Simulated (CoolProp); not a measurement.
Vapour-liquid equilibrium of fluoroethane (R161) (1) + R1234yf (2) at 0.567 MPa; x and y are mole fractions of (1).

Computed with CoolProp (multi-fluid Helmholtz-energy mixture model, Wu 2012 and Lemmon 2022; pair parameters Bell 2016).

```
x      bubble temperature (K)  y at the bubble point  dew temperature at overall composition x (K)  liquid density (mol/L)
-----  ----------------------  ---------------------  --------------------------------------------  ----------------------
0.05                    290.9                  0.068                                         291.1                   9.981
0.125                   289.8                  0.165                                         290.2                   10.30
0.2                     288.7                  0.255                                         289.4                   10.64
0.275                   287.7                  0.341                                         288.5                   10.99
0.35                    286.8                  0.421                                         287.6                   11.35
0.425                   285.9                  0.497                                         286.7                   11.74
0.5                     285.1                  0.569                                         285.9                   12.14
0.575                   284.4                  0.637                                         285.1                   12.57
0.65                    283.7                  0.704                                         284.3                   13.02
0.725                   283.1                  0.768                                         283.5                   13.49
0.8                     282.6                  0.831                                         282.8                   13.99
0.875                   282.0                  0.894                                         282.2                   14.53
0.95                    281.6                  0.957                                         281.6                   15.09
```

No azeotrope shows between x = 0.05 and 0.95.

Pair parameters are fitted to limited data, so mixtures are less certain than the pure fluids.
